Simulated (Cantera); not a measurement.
# Adiabatic ignition

An adiabatic, constant-pressure homogeneous reactor starts with 8.03 % CO, 12.0 % H2, 0.803 % CH4, 16.6 % O2, 62.5 % N2, equivalence ratio 0.70, at 1273 K and 2550 Torr.

Detailed kinetics in Cantera: GRI-Mech 3.0 (53 species, 325 reactions).

| t (s) | T (K) | x CO | x H2 | x CH4 | x N2O | x CH2CO | x H2O |
|---|---|---|---|---|---|---|---|
| 2.00e-6 | 1273 | 0.0803 | 0.120 | 0.00803 | <1e-12 | <1e-12 | 1.40e-7 |
| 5.03e-6 | 1273 | 0.0803 | 0.120 | 0.00802 | 2.73e-12 | 1.28e-12 | 4.04e-6 |
| 1.26e-5 | 1302 | 0.0802 | 0.114 | 0.00735 | 2.93e-9 | 2.95e-7 | 0.00589 |
| 3.17e-5 | 2431 | 0.0295 | 0.00844 | <1e-12 | 7.43e-7 | <1e-12 | 0.125 |
| 7.97e-5 | 2642 | 0.0166 | 0.00422 | <1e-12 | 1.15e-6 | <1e-12 | 0.136 |
| 0.000200 | 2661 | 0.0151 | 0.00385 | <1e-12 | 1.19e-6 | <1e-12 | 0.137 |
| 0.000503 | 2658 | 0.0151 | 0.00384 | <1e-12 | 1.19e-6 | <1e-12 | 0.137 |
| 0.00126 | 2653 | 0.0150 | 0.00382 | <1e-12 | 1.21e-6 | <1e-12 | 0.138 |
| 0.00318 | 2647 | 0.0149 | 0.00380 | <1e-12 | 1.26e-6 | <1e-12 | 0.138 |
| 0.00799 | 2644 | 0.0148 | 0.00379 | <1e-12 | 1.29e-6 | <1e-12 | 0.138 |
| 0.0201 | 2644 | 0.0148 | 0.00379 | <1e-12 | 1.29e-6 | <1e-12 | 0.138 |
| 0.0504 | 2644 | 0.0148 | 0.00379 | <1e-12 | 1.29e-6 | <1e-12 | 0.138 |
| 0.127 | 2644 | 0.0148 | 0.00379 | <1e-12 | 1.29e-6 | <1e-12 | 0.138 |
| 0.318 | 2644 | 0.0148 | 0.00379 | <1e-12 | 1.29e-6 | <1e-12 | 0.138 |
| 0.800 | 2644 | 0.0148 | 0.00379 | <1e-12 | 1.29e-6 | <1e-12 | 0.138 |
x: mole fraction; the columns are a selection and need not sum to one.

| Property | Value |
|---|---|
| time of steepest temperature rise | 15.4 µs |
| temperature at 0.800 s | 2644 K |
| equilibrium temperature | 2644 K |
| x(CO) at 0.800 s | 0.0148 (gas-phase equilibrium 0.0148) |
| x(H2) at 0.800 s | 0.00379 (gas-phase equilibrium 0.00379) |
| x(CH4) at 0.800 s | <1e-12 (gas-phase equilibrium <1e-12) |
